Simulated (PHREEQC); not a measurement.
Dissolve 0.0028 mol CdSO4 per kg of water at 25 °C. Closed to the air; pH follows from the charge balance.

Equilibrium calculation in PHREEQC: ion-association model, wateq4f.dat.

No solid was allowed to form.

**Question.** Order these Cd species by the share of Cd that they hold, largest first: Cd(SO4)2-2, Cd+2, CdSO4.

**Answer.** Cd+2 (77 %), CdSO4 (22 %), Cd(SO4)2-2 (0.53 %)

**Question.** Order these S species by the share of S that they hold, largest first: SO4-2, CdSO4, Cd(SO4)2-2.

**Answer.** SO4-2 (77 %), CdSO4 (22 %), Cd(SO4)2-2 (1.1 %)

The pH is 6.46 and the ionic strength 0.00866 mol/kgw.
